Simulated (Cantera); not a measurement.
An adiabatic, constant-pressure homogeneous reactor starts with H₂ : O₂ : N₂ = 1 : 0.333 : 1.25 (molar parts), equivalence ratio 1.5, at 1450 K and 150000 Pa.

Computed with Cantera and the H2/O2 subset of GRI-Mech 3.0, which has no nitrogen chemistry.

One state of this run: T (K) = 2879; x H₂ = 0.143; x O₂ = 0.00195; x O = 0.00267; x HO₂ = 1.81e-6; x H = 0.0334; x H₂O₂ = 2.03e-7; x H₂O = 0.262. x: mole fraction; the columns are a selection and need not sum to one.

### Question
Which value of t (s) does it belong to?
(A) 0.000599
(B) 0.000103
(C) 3.00e-6
(D) 4.24e-5

### Answer
A, 0.000599
